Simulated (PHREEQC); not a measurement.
Make-up at 65 °C: 0.0022 mol/kgw ZnSO4 and 7.8e-05 mol/kgw ZnCl2. Closed to the air; pH follows from the charge balance.

All values are PHREEQC results (ion-association model, phreeqc.dat), not measurements.

Precipitation was switched off in this run.

Problem. Estimate the pH, specific conductance.

Solution. pH 5.41; specific conductance 878 µS/cm.

Problem. In which forms is Cl present?

Solution. Cl- 98 %, ZnCl+ 1.6 % of the Cl.

Constants without temperature data keep their 25 °C values here.
